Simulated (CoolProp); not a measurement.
Model: reference Helmholtz-energy equation of state, Outcalt 1996, in CoolProp. It is a modified Benedict-Webb-Rubin equation, recast in Helmholtz form.

### Question
For R152A, give the phase and the cv (kJ/(kg K)), conductivity (mW/(m K)) at 141.95 °C and 19.4 MPa; 141.95 °C and 29 MPa; 141.95 °C and 32.3 MPa.

### Answer
- 141.95 °C and 19.4 MPa: supercritical; cv 1.32, conductivity 78.5
- 141.95 °C and 29 MPa: supercritical; cv 1.31, conductivity 86.4
- 141.95 °C and 32.3 MPa: supercritical; cv 1.31, conductivity 88.7

Thermal conductivity comes from a separate model (Krauss 1996).
